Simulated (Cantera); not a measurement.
# Low-pressure radical oxidation in H2/O2

An isothermal, constant-pressure homogeneous reactor starts with 18.0 % H₂, 82.0 % O₂, equivalence ratio 0.11, at 1400 K and 0.0365 atm.

Detailed kinetics in Cantera: the H2/O2 subset of GRI-Mech 3.0, which has no nitrogen chemistry. Radical loss at walls, strong at low pressure, is not modelled. The temperature is held fixed by assumption; the heat of reaction is taken as removed at once.

| t (s) | x H₂ | x O₂ | x OH | x H₂O | x O | x H₂O₂ | x HO₂ |
|---|---|---|---|---|---|---|---|
| 2.00e-6 | 0.180 | 0.820 | 1.93e-9 | 2.72e-10 | 2.00e-9 | 3.54e-12 | 1.92e-8 |
| 5.97e-6 | 0.180 | 0.820 | 1.37e-8 | 6.02e-9 | 1.51e-8 | 3.14e-11 | 5.73e-8 |
| 1.78e-5 | 0.180 | 0.820 | 9.38e-8 | 1.21e-7 | 1.13e-7 | 2.77e-10 | 1.71e-7 |
| 5.32e-5 | 0.180 | 0.820 | 1.75e-6 | 4.45e-6 | 2.20e-6 | 2.40e-9 | 5.16e-7 |
| 0.000159 | 0.167 | 0.812 | 0.00314 | 0.00911 | 0.00409 | 5.64e-8 | 6.42e-6 |
| 0.000474 | 0.00812 | 0.707 | 0.0161 | 0.144 | 0.0810 | 5.09e-7 | 1.42e-5 |
| 0.00141 | 0.00643 | 0.731 | 0.0146 | 0.158 | 0.0604 | 5.34e-7 | 1.47e-5 |
| 0.00422 | 0.00301 | 0.771 | 0.0102 | 0.181 | 0.0261 | 4.85e-7 | 1.33e-5 |
| 0.0126 | 0.000558 | 0.795 | 0.00444 | 0.194 | 0.00466 | 2.57e-7 | 6.47e-6 |
| 0.0376 | 7.06e-5 | 0.801 | 0.00159 | 0.197 | 0.000588 | 8.94e-8 | 1.48e-6 |
| 0.112 | 1.12e-5 | 0.801 | 0.000637 | 0.198 | 9.39e-5 | 2.92e-8 | 3.30e-7 |
| 0.335 | 2.41e-6 | 0.802 | 0.000297 | 0.198 | 2.03e-5 | 1.01e-8 | 1.39e-7 |
| 1.00 | 7.60e-7 | 0.802 | 0.000167 | 0.198 | 6.44e-6 | 4.67e-9 | 1.39e-7 |
x: mole fraction; the columns are a selection and need not sum to one.

Equilibrium at this temperature and pressure: H₂ 5.23e-7, O₂ 0.802, OH 0.000139, H₂O 0.198, O 4.43e-6, H₂O₂ 3.82e-9, HO₂ 1.52e-7 (gas phase only).
